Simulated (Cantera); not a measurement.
A Cantera script and what it prints.

```python
import numpy as np
import cantera as ct

gas_names = [...]  # 113 gases of nasa_gas.yaml made of C, H, O, Ti
cond_names = """
    C(gr) C6H6(L) C7H8(L) C8H18(L),n-octa H2O(s) H2O(L) Ti(a) Ti(b) Ti(L) TiC(s) TiC(L) TiO(a) TiO(b)
    TiO(L) TiO2(ru) TiO2(L) Ti2O3(a) Ti2O3(b) Ti2O3(L) Ti3O5(a) Ti3O5(b) Ti3O5(L) Ti4O7(s) Ti4O7(L)
""".split()


# ... load() reads the species with a 1 bar reference pressure and builds the phases ...
atoms = {
    'Ti(OiPr)4': {'Ti': 1, 'C': 12, 'H': 28, 'O': 4},
    'CH4': {'C': 1, 'H': 4},
}
top_T = {'C(gr)': 4500}  # K; cautious upper limits of use, not melting points


# ... equilibrate(T, P, feed) seeds the gas with the atoms and calls Mixture.equilibrate('TP', solver="vcs", rtol=1e-11, max_steps=5000) ...
results = []
feed = {'Ti(OiPr)4': 1, 'CH4': 3}  # mol
P = 41000  # Pa
for T in [1100, 1200, 1300, 1400, 1500, 1600, 1700, 1800, 1900, 2000, 2100]:
    mix = equilibrate(T, P, feed)
    results.append((T, P, feed, dict(zip(mix.species_names, mix.species_moles))))

top = {s: max(r[3][s] / sum(r[3][g] for g in gas_names) for r in results) for s in gas_names}
cols = sorted((s for s in top if top[s] > 1e-06), key=lambda s: -top[s])[:9]
seen = [c for c in cond_names if any(r[3].get(c, 0) > 1e-12 for r in results)]
print("log10 of partial pressures in bar; condensed amounts in mol")
print(f"{'T/K':>10s}" + "".join(f"{s[:9]:>10s}" for s in cols + seen))
for T, P, feed, n in results:
    ng = sum(n[g] for g in gas_names)
    print(f"{T:10.4g}" + "".join(f"{np.log10(max(n[s] / ng * P / 1e5, 1e-99)):10.3f}" for s in cols)
          + "".join(f"{n.get(c, 0):10.4g}" for c in seen))
```

It prints:

```
log10 of partial pressures in bar; condensed amounts in mol
       T/K        H2        CO       CH4         H       H2O C2H2,acet       CO2       CH3      C2H4     C(gr)    TiC(s)  TiO2(ru)  Ti3O5(b)  Ti4O7(s)
      1100    -0.435    -1.439    -2.315    -7.805    -2.922    -8.310    -3.932    -8.422    -6.919     12.81         0         1         0         0
      1200    -0.436    -1.388    -2.673    -6.923    -3.409    -7.424    -4.499    -7.880    -6.775     12.68         0   0.07382         0    0.2315
      1300    -0.437    -1.369    -2.977    -6.174    -3.845    -6.676    -5.023    -7.422    -6.654     12.62         0         0    0.3333         0
      1400    -0.455    -1.233    -3.274    -5.540    -4.116    -6.054    -5.231    -7.058    -6.588     11.04    0.5987         0    0.1338         0
      1500    -0.467    -1.165    -3.524    -4.988    -4.397    -5.511    -5.509    -6.738    -6.524     9.985         1         0         0         0
      1600    -0.467    -1.165    -3.721    -4.498    -4.691    -5.027    -5.867    -6.443    -6.447     9.989         1         0         0         0
      1700    -0.467    -1.165    -3.894    -4.065    -4.949    -4.601    -6.181    -6.184    -6.380      9.99         1         0         0         0
      1800    -0.467    -1.165    -4.048    -3.679    -5.177    -4.223    -6.458    -5.954    -6.321     9.988         1         0         0         0
      1900    -0.467    -1.166    -4.185    -3.334    -5.381    -3.885    -6.704    -5.750    -6.268     9.981         1         0         0         0
      2000    -0.468    -1.166    -4.308    -3.023    -5.565    -3.582    -6.924    -5.566    -6.222     9.966         1         0         0         0
      2100    -0.469    -1.166    -4.420    -2.741    -5.731    -3.309    -7.122    -5.402    -6.181      9.94         1         0         0         0
```

Method: chemical equilibrium by Gibbs-energy minimisation in Cantera with the NASA 1993 tables (ideal gas, pure condensed phases). The feed counts by its element totals alone. Mutual solubility and eutectic melting of coexisting phases are not modelled. TiC: taken at fixed stoichiometry. Condensed phases not in the tables: Magnéli phases beyond Ti4O7.
